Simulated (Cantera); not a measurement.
What does this Cantera script print?

```python
import numpy as np
import cantera as ct

gas_names = [...]  # 87 gases of nasa_gas.yaml made of C, H, Si
cond_names = """
    C(gr) C6H6(L) C7H8(L) C8H18(L),n-octa Si(cr) Si(L) SiC(b)
""".split()


# ... load() reads the species with a 1 bar reference pressure and builds the phases ...
atoms = {
    'Si(CH3)4': {'Si': 1, 'C': 4, 'H': 12},
    'H2': {'H': 2},
}
top_T = {'C(gr)': 4500, 'SiC(b)': 3050}  # K; cautious upper limits of use, not melting points


# ... equilibrate(T, P, feed) seeds the gas with the atoms and calls Mixture.equilibrate('TP', solver="vcs", rtol=1e-11, max_steps=5000) ...
results = []
feed = {'Si(CH3)4': 1, 'H2': 14}  # mol
P = 6800  # Pa
for T in [1275, 1425, 1575, 1725, 1875, 2025, 2175, 2325, 2475]:
    mix = equilibrate(T, P, feed)
    results.append((T, P, feed, dict(zip(mix.species_names, mix.species_moles))))
    x = sorted(zip(gas.X, gas.species_names), reverse=True)
    print(f"T = {T:g} K  P = {P:g} Pa  gas = {mix.phase_moles(0):.4g} mol")
    print("   x: " + "  ".join(f"{s} {v:.3e}" for v, s in x if v > 1e-06))
    print("   condensed (mol): " + ("  ".join(f"{mix.phase(i).name} {mix.phase_moles(i):.4g}"
          for i in range(1, mix.n_phases) if mix.phase_moles(i) > 1e-12) or "none"))
```

It prints:

```
T = 1275 K  P = 6800 Pa  gas = 19.99 mol
   x: H2 9.994e-01  CH4 6.295e-04  H 2.826e-06
   condensed (mol): C(gr) 2.987  SiC(b) 1
T = 1425 K  P = 6800 Pa  gas = 20 mol
   x: H2 9.997e-01  CH4 2.561e-04  H 2.616e-05  C2H2,acetylene 3.524e-06
   condensed (mol): C(gr) 2.995  SiC(b) 1
T = 1575 K  P = 6800 Pa  gas = 20 mol
   x: H2 9.997e-01  H 1.593e-04  CH4 1.236e-04  C2H2,acetylene 2.109e-05
   condensed (mol): C(gr) 2.997  SiC(b) 1
T = 1725 K  P = 6800 Pa  gas = 20.01 mol
   x: H2 9.991e-01  H 7.119e-04  C2H2,acetylene 9.206e-05  CH4 6.780e-05
   condensed (mol): C(gr) 2.995  SiC(b) 1
T = 1875 K  P = 6800 Pa  gas = 20.02 mol
   x: H2 9.971e-01  H 2.510e-03  C2H2,acetylene 3.159e-04  CH4 4.097e-05  Si 4.460e-06  CH3 2.072e-06  SiH2 1.659e-06  SiH 1.076e-06
   condensed (mol): C(gr) 2.987  SiC(b) 0.9999
T = 2025 K  P = 6800 Pa  gas = 20.07 mol
   x: H2 9.917e-01  H 7.350e-03  C2H2,acetylene 8.974e-04  Si 5.143e-05  CH4 2.658e-05  SiH 8.550e-06  SiH2 7.279e-06  CH3 3.886e-06  SiC2 2.389e-06  Si2C 1.565e-06
   condensed (mol): C(gr) 2.965  SiC(b) 0.9985
T = 2175 K  P = 6800 Pa  gas = 20.2 mol
   x: H2 9.787e-01  H 1.852e-02  C2H2,acetylene 2.184e-03  Si 4.215e-04  SiH 5.055e-05  SiC2 3.680e-05  SiH2 2.575e-05  Si2C 2.268e-05  CH4 1.808e-05  CH3 6.585e-06  C4H2 1.982e-06  C2H 1.334e-06
   condensed (mol): C(gr) 2.921  SiC(b) 0.9883
T = 2325 K  P = 6800 Pa  gas = 20.49 mol
   x: H2 9.506e-01  H 4.113e-02  C2H2,acetylene 4.648e-03  Si 2.624e-03  SiC2 3.945e-04  SiH 2.345e-04  Si2C 2.303e-04  SiH2 7.583e-05  CH4 1.254e-05  CH3 1.014e-05  C2H 9.671e-06  C4H2 9.317e-06  Si2 8.142e-06  C2H2,vinylidene 1.913e-06
   condensed (mol): C(gr) 2.865  SiC(b) 0.922
T = 2475 K  P = 6800 Pa  gas = 21.26 mol
   x: H2 8.907e-01  H 8.143e-02  Si 1.305e-02  C2H2,acetylene 8.662e-03  SiC2 3.147e-03  Si2C 1.749e-03  SiH 8.817e-04  SiH2 1.878e-04  Si2 7.575e-05  C2H 5.390e-05  C4H2 3.476e-05  CH3 1.394e-05  CH4 8.431e-06  C2H2,vinylidene 6.198e-06  SiC 5.255e-06  C3 4.934e-06  Si3 2.984e-06  CH2 2.620e-06  C 1.730e-06
   condensed (mol): C(gr) 2.899  SiC(b) 0.5551
```

Cantera equilibrium calculation (NASA polynomials, part measured and part estimated; ideal gas, pure solids and liquids). Gases not in the tables: Si2H6 and higher silanes.
